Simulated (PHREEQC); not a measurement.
Consider water at 20 °C with 0.0046 mol TMAH, 0.0066 mol CO2 and 0.88 mol K2CO3 per kg of water. Closed to the air; pH follows from the charge balance.

Computed with PHREEQC (ion-association model, phreeqc.dat).

```json
{
  "pH": "11.56",
  "ionic_strength": "2.64 mol/kgw",
  "activity_of_water": "0.955",
  "density": "1.098 g/cm³",
  "total_alkalinity": "1760 meq/kg"
}
```

```csv
species,molality,activity,log γ
K+,1.76,0.996,-0.247
CO3-2,0.873,0.124,-0.848
HCO3-,0.0132,0.00810,-0.212
(CH3)4N+,0.00460,0.00251,-0.263
OH-,0.00460,0.00237,-0.287
CO2,3.06e-8,5.63e-8,0.264
```

Precipitation was switched off in this run. Ionic strength above about 0.7 mol/kgw puts this run outside the model's range. (CH3)4N+ isn't in the database: it is added as a free cation with an ion size of 4 Å.
